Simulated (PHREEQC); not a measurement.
4.2 g of hydrous ferric oxide (600 m²/g; 0.2 weak and 0.005 strong sites per Fe, Dzombak-Morel constants, diffuse double layer) in 1 kg of water with 0.001 mol/kgw of an inert sodium salt and 0.31 mmol/kgw CaCl2, at 25 °C; the pH is set by adding NaOH or the inert anion's acid. Oxygen alone is held at its pressure in air (log pO2 = -0.68). CO2 from the air is kept out. No solid was allowed to form.

Model: ion-association model, wateq4f.dat, run in PHREEQC.

| pH | Ca sorbed (%) | surface charge σ (C/m²) | surface potential ψ (mV) |
|---|---|---|---|
| 3 | 0.0 | 0.308 | 213 |
| 3.5 | 0.0 | 0.243 | 207 |
| 4 | 0.0 | 0.174 | 196 |
| 4.5 | 0.0 | 0.117 | 181 |
| 5 | 0.0 | 0.075 | [?] |
| 5.5 | 0.0 | 0.046 | 141 |
| 6 | 0.2 | 0.027 | 117 |
| 6.5 | 1.2 | 0.015 | 91 |
| 7 | 8.6 | 0.008 | 64 |
| 7.5 | 34.6 | 0.004 | 37 |
| 8 | 70.3 | 0.001 | 11 |
| 8.5 | 93.8 | -0.002 | -17 |
| 9 | 99.2 | -0.005 | [?] |
| 9.5 | 99.9 | [?] | -73 |
| 10 | 100.0 | -0.018 | -100 |
| 10.5 | 100.0 | -0.033 | -126 |
| 11 | 100.0 | -0.061 | -147 |

### Question
Fill in the missing entries.

### Answer

- 5, surface potential ψ (mV): 162
- 9, surface potential ψ (mV): -45
- 9.5, surface charge σ (C/m²): -0.010

The oxide is taken as insoluble; below pH 4 it would dissolve.
